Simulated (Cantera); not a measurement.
Cantera run:

```python
import numpy as np
import cantera as ct

gas_names = [...]  # 95 gases of nasa_gas.yaml made of C, F, H
cond_names = """
    C(gr) C6H6(L) C7H8(L) C8H18(L),n-octa
""".split()


# ... load() reads the species with a 1 bar reference pressure and builds the phases ...
atoms = {
    'CHF3': {'C': 1, 'H': 1, 'F': 3},
    'H2': {'H': 2},
}
top_T = {'C(gr)': 4500}  # K; cautious upper limits of use, not melting points


# ... equilibrate(T, P, feed) seeds the gas with the atoms and calls Mixture.equilibrate('TP', solver="vcs", rtol=1e-11, max_steps=5000) ...
results = []
feed = {'CHF3': 1, 'H2': 1.4}  # mol
P = 350  # Pa
for T in [973, 1173, 1373, 1573, 1773, 1973, 2173, 2373, 2573, 2773, 2973]:
    mix = equilibrate(T, P, feed)
    results.append((T, P, feed, dict(zip(mix.species_names, mix.species_moles))))
    x = sorted(zip(gas.X, gas.species_names), reverse=True)
    print(f"T = {T:g} K  P = {P:g} Pa  gas = {mix.phase_moles(0):.4g} mol")
    print("   x: " + "  ".join(f"{s} {v:.3e}" for v, s in x if v > 0.0001))
    print("   condensed (mol): " + ("  ".join(f"{mix.phase(i).name} {mix.phase_moles(i):.4g}"
          for i in range(1, mix.n_phases) if mix.phase_moles(i) > 1e-12) or "none"))
```

Result:

```
T = 973 K  P = 350 Pa  gas = 3.4 mol
   x: HF 8.824e-01  H2 1.176e-01
   condensed (mol): C(gr) 1
T = 1173 K  P = 350 Pa  gas = 3.4 mol
   x: HF 8.824e-01  H2 1.176e-01
   condensed (mol): C(gr) 1
T = 1373 K  P = 350 Pa  gas = 3.4 mol
   x: HF 8.823e-01  H2 1.176e-01
   condensed (mol): C(gr) 1
T = 1573 K  P = 350 Pa  gas = 3.4 mol
   x: HF 8.822e-01  H2 1.175e-01  H 2.356e-04
   condensed (mol): C(gr) 1
T = 1773 K  P = 350 Pa  gas = 3.403 mol
   x: HF 8.816e-01  H2 1.167e-01  H 1.643e-03
   condensed (mol): C(gr) 0.9999
T = 1973 K  P = 350 Pa  gas = 3.413 mol
   x: HF 8.789e-01  H2 1.133e-01  H 7.677e-03
   condensed (mol): C(gr) 0.9995
T = 2173 K  P = 350 Pa  gas = 3.445 mol
   x: HF 8.706e-01  H2 1.029e-01  H 2.616e-02  C2H2,acetylene 2.270e-04  F 1.738e-04
   condensed (mol): C(gr) 0.9984
T = 2373 K  P = 350 Pa  gas = 3.52 mol
   x: HF 8.513e-01  H2 8.024e-02  H 6.687e-02  F 1.046e-03  C2H2,acetylene 4.936e-04
   condensed (mol): C(gr) 0.996
T = 2573 K  P = 350 Pa  gas = 3.645 mol
   x: HF 8.174e-01  H 1.274e-01  H2 4.812e-02  F 5.438e-03  C2H2,acetylene 7.017e-04  C3 4.277e-04  CF 2.208e-04  C2H 1.550e-04  C 1.260e-04
   condensed (mol): C(gr) 0.9874
T = 2773 K  P = 350 Pa  gas = 3.847 mol
   x: HF 7.528e-01  H 1.880e-01  F 2.509e-02  H2 2.238e-02  C3 6.450e-03  CF 1.737e-03  C 1.397e-03  C2H 6.905e-04  C2H2,acetylene 6.817e-04  C2 6.265e-04
   condensed (mol): C(gr) 0.8964
T = 2973 K  P = 350 Pa  gas = 4.517 mol
   x: HF 5.724e-01  H 2.456e-01  F 8.275e-02  C3 5.948e-02  C 1.076e-02  H2 1.001e-02  CF 8.709e-03  C2 6.242e-03  C2H 2.162e-03  C5 9.289e-04  C2H2,acetylene 5.332e-04  C4 1.790e-04  CF2 1.595e-04
   condensed (mol): none
```

These are equilibrium values from Cantera (NASA tables, ideal gas, pure condensed phases), not measurements of a reactor.
